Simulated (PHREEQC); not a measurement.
Consider water at 25 °C with 0.29 mol MgCl2, 0.0029 mol CO2 and 0.00016 mol H4SiO4 per kg of water. Closed to the air; pH follows from the charge balance.

The numbers come from PHREEQC with the ion-association model, phreeqc.dat.

Each row changes one thing in this solution. Precipitation was switched off in this run.

```tsv
case	pH	HCO3- (mol/kgw)	(CO2)2 (mol/kgw)	H3SiO4- (mol/kgw)	CO3-2 (mol/kgw)	SI of Chalcedony (SiO2)
as made	4.23	3.84e-5	1.78e-7	7.93e-10	1.04e-10	-0.14
CO2 from 0.0029 to 0.029 mol/kgw	3.72	___	1.85e-5	___	1.05e-10	-0.14
CO2 replaced by KHCO3 at the same molality	___	0.00134	1.27e-10	1.03e-6	4.73e-6	-0.15
MgCl2 replaced by NH4Cl at the same molality	4.41	4.74e-5	1.60e-7	9.33e-10	1.50e-10	-0.21
CO2 from 0.0029 to 0.00058 mol/kgw	4.58	1.69e-5	6.66e-9	1.80e-9	1.04e-10	-0.14
diluted 5-fold with water	4.73	1.84e-5	5.93e-9	3.64e-10	1.09e-10	-0.92
```

Question: Complete the blanks.

Answer: 
- CO2 from 0.0029 to 0.029 mol/kgw, HCO3- (mol/kgw): 0.000122
- CO2 from 0.0029 to 0.029 mol/kgw, H3SiO4- (mol/kgw): 2.49e-10
- CO2 replaced by KHCO3 at the same molality, pH: 7.34

The ionic strength passes 0.7 mol/kgw, the rough limit of the ion-association models, in as made; CO2 from 0.0029 to 0.029 mol/kgw; CO2 replaced by KHCO3 at the same molality; CO2 from 0.0029 to 0.00058 mol/kgw. Species that the database lacks are ignored. Some of these states are supersaturated (in Quartz (slow to form), for instance).
